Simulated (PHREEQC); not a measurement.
Polishing slurry liquid: speciation

Consider water at 6.7 °C with 0.048 mol/kgw KOH, 0.027 mol/kgw K2SO4 and 0.00037 mol/kgw KH2PO4. Closed to the air; pH follows from the charge balance.

Computed with PHREEQC (ion-association model, wateq4f.dat).

Each row changes one thing in this solution. This is a speciation only: nothing precipitates in the calculation.

```json
[
 {"case": "as made", "pH": "13.22", "ionic strength (mol/kgw)": "0.123", "K+ (mol/kgw)": "0.0984", "SO4-2 (mol/kgw)": "0.0231", "KSO4- (mol/kgw)": "0.00392", "HPO4-2 (mol/kgw)": "1.95e-5"},
 {"case": "diluted 2-fold with water", "pH": "12.94", "ionic strength (mol/kgw)": "0.0626", "K+ (mol/kgw)": "0.0499", "SO4-2 (mol/kgw)": "0.0122", "KSO4- (mol/kgw)": "0.00131", "HPO4-2 (mol/kgw)": "2.20e-5"},
 {"case": "diluted 5-fold with water", "pH": "12.57", "ionic strength (mol/kgw)": "0.0255", "K+ (mol/kgw)": "0.0202", "SO4-2 (mol/kgw)": "0.00511", "KSO4- (mol/kgw)": "0.000286", "HPO4-2 (mol/kgw)": "2.19e-5"},
 {"case": "KOH replaced by KHF2 at the same molality", "pH": "3.06", "ionic strength (mol/kgw)": "0.122", "K+ (mol/kgw)": "0.0985", "SO4-2 (mol/kgw)": "0.0225", "KSO4- (mol/kgw)": "0.00384", "HPO4-2 (mol/kgw)": "4.70e-8"},
 {"case": "0.00094 mol/kgw NH4HSO4 added", "pH": "13.20", "ionic strength (mol/kgw)": "0.123", "K+ (mol/kgw)": "0.0983", "SO4-2 (mol/kgw)": "0.0239", "KSO4- (mol/kgw)": "0.00405", "HPO4-2 (mol/kgw)": "2.02e-5"},
 {"case": "temperature from 6.7 to 35 °C", "pH": "12.24", "ionic strength (mol/kgw)": "0.119", "K+ (mol/kgw)": "0.0966", "SO4-2 (mol/kgw)": "0.0213", "KSO4- (mol/kgw)": "0.00571", "HPO4-2 (mol/kgw)": "8.10e-5"},
 {"case": "K2SO4 from 0.027 to 0.0243 mol/kgw", "pH": "13.22", "ionic strength (mol/kgw)": "0.116", "K+ (mol/kgw)": "0.0935", "SO4-2 (mol/kgw)": "0.0209", "KSO4- (mol/kgw)": "0.00344", "HPO4-2 (mol/kgw)": "1.99e-5"}
]
```

Species that the database lacks are ignored. wateq4f.dat counts part of the HF as a dimer, H2F2, which phreeqc.dat doesn't know; its constant is uncertain. H3PO4, which wateq4f.dat lacks, is added to it with the constant of phreeqc.dat. At this temperature some constants are extrapolated from 25 °C, and those without enthalpy data are left unchanged.
